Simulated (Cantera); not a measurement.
Charge: 1 mol SiCl4, 23 mol NH3, 1.1 mol N2, equilibrated at 0.0133 bar.

Equilibrium computed with Cantera from the NASA thermochemical tables; the gas is ideal and each condensed phase is pure. Candidate condensed phases: NH4Cl, Si, Si3N4; 28 gas species. The tables' values for SiCl, SiCl3, SiN are old estimates; treat these amounts as uncertain. Gases not in the tables: Si2H6 and higher silanes. The numbers say what is thermodynamically allowed, not how fast it happens.

log p: log10 of the partial pressure in bar; n: condensed amount in mol.

```
T (K)  log p H2  log p N2  log p HCl  log p SiCl2  log p H  log p Si  n Si3N4(s)  n Si(l)
-----  --------  --------  ---------  -----------  -------  --------  ----------  -------
1400      -2.05     -2.48      -2.96        -5.25    -6.34    -10.92       0.326        0
1450      -2.05     -2.48      -2.97        -4.92    -6.05    -10.03       0.318        0
1500      -2.05     -2.48      -2.98        -4.63    -5.78     -9.21       0.304        0
1550      -2.05     -2.48      -3.00          ___      ___       ___         ___        0
1600      -2.05     -2.48      -3.02          ___      ___       ___         ___        0
1650      -2.05     -2.48      -3.06        -3.97    -5.06     -7.03       0.202        0
1700      -2.04     -2.47      -3.10        -3.83    -4.85     -6.39       0.149        0
1750      -2.05     -2.47      -3.15        -3.73    -4.66     -5.82           0    0.300
1800      -2.05     -2.47      -3.14        -3.75    -4.47     -5.50           0    0.315
1850      -2.05     -2.47      -3.14        -3.76    -4.29     -5.19           0    0.320
1900      -2.05     -2.47      -3.13        -3.78    -4.13     -4.90           0    0.310
```

Problem. Some entries are withheld; supply them.

Solution. 
- 1550, log p SiCl2: -4.37
- 1550, log p H: -5.53
- 1550, log p Si: -8.43
- 1550, n Si3N4(s): 0.281
- 1600, log p SiCl2: -4.15
- 1600, log p H: -5.29
- 1600, log p Si: -7.71
- 1600, n Si3N4(s): 0.247
